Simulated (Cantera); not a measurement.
**Dilute partial oxidation**

A perfectly stirred reactor is fed with 1.28 % CH₂O, 0.344 % O₂, 98.4 % N₂, equivalence ratio 3.7, at 4.93 atm; it is held at 1425 K, and followed from long to short residence time.

Detailed kinetics in Cantera: GRI-Mech 3.0 (53 species, 325 reactions).

```json
[
 {"τ (s)": "7.0", "x CH₂O": "1.44e-7", "x O₂": "1.40e-6", "x CH₂": "<1e-12", "x HO₂": "1.45e-9", "x CH₄": "2.96e-8", "x CO": "0.0103", "x CO₂": "0.00240"},
 {"τ (s)": "2.3", "x CH₂O": "2.56e-7", "x O₂": "2.50e-6", "x CH₂": "3.46e-12", "x HO₂": "2.92e-9", "x CH₄": "5.66e-8", "x CO": "0.0103", "x CO₂": "0.00239"},
 {"τ (s)": "0.78", "x CH₂O": "4.51e-7", "x O₂": "4.40e-6", "x CH₂": "1.42e-11", "x HO₂": "5.57e-9", "x CH₄": "1.08e-7", "x CO": "0.0103", "x CO₂": "0.00237"},
 {"τ (s)": "0.26", "x CH₂O": "8.08e-7", "x O₂": "7.88e-6", "x CH₂": "5.44e-11", "x HO₂": "1.05e-8", "x CH₄": "2.06e-7", "x CO": "0.0103", "x CO₂": "0.00234"},
 {"τ (s)": "0.086", "x CH₂O": "1.47e-6", "x O₂": "1.43e-5", "x CH₂": "1.84e-10", "x HO₂": "1.98e-8", "x CH₄": "3.79e-7", "x CO": "0.0104", "x CO₂": "0.00228"},
 {"τ (s)": "0.029", "x CH₂O": "2.71e-6", "x O₂": "2.63e-5", "x CH₂": "5.18e-10", "x HO₂": "3.72e-8", "x CH₄": "6.47e-7", "x CO": "0.0105", "x CO₂": "0.00219"},
 {"τ (s)": "0.0095", "x CH₂O": "5.25e-6", "x O₂": "5.08e-5", "x CH₂": "1.26e-9", "x HO₂": "7.35e-8", "x CH₄": "1.05e-6", "x CO": "0.0106", "x CO₂": "0.00203"},
 {"τ (s)": "0.0032", "x CH₂O": "1.07e-5", "x O₂": "0.000102", "x CH₂": "2.63e-9", "x HO₂": "1.52e-7", "x CH₄": "1.62e-6", "x CO": "0.0109", "x CO₂": "0.00178"},
 {"τ (s)": "0.0010", "x CH₂O": "2.60e-5", "x O₂": "0.000238", "x CH₂": "5.35e-9", "x HO₂": "3.79e-7", "x CH₄": "2.43e-6", "x CO": "0.0112", "x CO₂": "0.00139"},
 {"τ (s)": "0.00035", "x CH₂O": "7.14e-5", "x O₂": "0.000578", "x CH₂": "9.95e-9", "x HO₂": "1.09e-6", "x CH₄": "3.10e-6", "x CO": "0.0116", "x CO₂": "0.000935"}
]
```
x: mole fraction; the columns are a selection and need not sum to one.
